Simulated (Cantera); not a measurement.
Input (Python, Cantera) and output of one run.

```python
import numpy as np
import cantera as ct

gas_names = """
    CL CLO CL2 H HCL HNO HNO2 HNO3 HOCL HO2 H2 H2O H2O2 N NH NH2 NH3 NH2OH NO NO2 NO3 N2 N2H2 N2H4 N2O O
    OH O2 O3 Si SiCL SiCL2 SiCL3 SiCL4 SiH SiHCL3 SiH2 SiH2CL2 SiH3 SiH3CL SiH4 SiN SiO SiO2 Si2 Si2N
    Si3
""".split()
cond_names = """
    H2O(s) H2O(L) NH4CL(a) NH4CL(b) Si(cr) Si(L) SiO2(Lqz) SiO2(hqz) SiO2(L) Si2N2O(s) Si3N4(a)
""".split()


def load(file, names, dense=False):
    # The tables refer to 1 bar. Condensed volumes are neglected.
    table = {s.name: s for s in ct.Species.list_from_file(file)}
    out = []
    for n in names:
        d = dict(table[n].input_data)
        d["thermo"] = dict(d["thermo"], **{"reference-pressure": 1e5})
        if dense:
            d["equation-of-state"] = {"model": "constant-volume", "density": "1e6 g/cm^3"}
        out.append(ct.Species.from_dict(d))
    return out


gas = ct.Solution(thermo="ideal-gas", species=load("nasa_gas.yaml", gas_names))
cond = {s.name: ct.Solution(thermo="fixed-stoichiometry", species=[s], name=s.name)
        for s in load("nasa_condensed.yaml", cond_names, dense=True)}
atoms = {
    'SiCl4': {'Si': 1, 'CL': 4},
    'H2O': {'H': 2, 'O': 1},
    'N2': {'N': 2},
}
top_T = {'Si2N2O(s)': 2100, 'Si3N4(a)': 2400}  # K; cautious upper limits of use, not melting points


def equilibrate(T, P, feed):
    n = {}
    for name, mol in feed.items():
        for a, k in atoms[name].items():
            n[a] = n.get(a, 0.0) + k * mol
    gas.TPX = T, P, n
    mass = sum(n.values()) * gas.mean_molecular_weight
    gas.equilibrate("TP")
    valid = [c for c in cond.values() if c.min_temp <= T <= top_T.get(c.name, c.max_temp)]
    mix = ct.Mixture([(gas, mass / gas.mean_molecular_weight)] + [(c, 0.0) for c in valid])
    mix.T, mix.P = T, P
    mix.equilibrate("TP", solver="vcs", rtol=1e-11, max_steps=5000)
    return mix


results = []
feed = {'SiCl4': 1, 'H2O': 0.1, 'N2': 1.2}  # mol
T = 1025  # K
P = 70  # Pa
mix = equilibrate(T, P, feed)
results.append((T, P, feed, dict(zip(mix.species_names, mix.species_moles))))
x = sorted(zip(gas.X, gas.species_names), reverse=True)
print(f"T = {T:g} K  P = {P:g} Pa  gas = {mix.phase_moles(0):.4g} mol")
print("   x: " + "  ".join(f"{s} {v:.3e}" for v, s in x if v > 0.0001))
print("   condensed (mol): " + ("  ".join(f"{mix.phase(i).name} {mix.phase_moles(i):.4g}"
      for i in range(1, mix.n_phases) if mix.phase_moles(i) > 1e-12) or "none"))
```

It prints:

```
T = 1025 K  P = 70 Pa  gas = 2.35 mol
   x: N2 5.106e-01  SiCL4 4.042e-01  HCL 8.510e-02
   condensed (mol): SiO2(hqz) 0.05
```

Method: chemical equilibrium by Gibbs-energy minimisation in Cantera with the NASA 1993 tables (ideal gas, pure condensed phases). The tables' values for SiCl3 are old estimates; treat these amounts as uncertain.
